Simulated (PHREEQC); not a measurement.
Make-up at 25 °C: 0.013 mol/kgw HF, 0.0195 mol/kgw (CH3)4NF and 0.0005 mol/kgw H4SiO4. Closed to the air; pH follows from the charge balance.

Model: ion-association model, wateq4f.dat, run in PHREEQC.

No solid was allowed to form.

Order these F species by the share of F that they hold, largest first: HF2-, HF, SiF6-2, F-, H2F2.

F- (56 %), HF (29 %), SiF6-2 (9.2 %), HF2- (4.1 %), H2F2 (1.4 %)

The pH is 3.40 and the ionic strength 0.0204 mol/kgw. (CH3)4N+ isn't in the database: it is added as a free cation with an ion size of 4 Å. SiF6-2 is the database's only silicon fluoride.
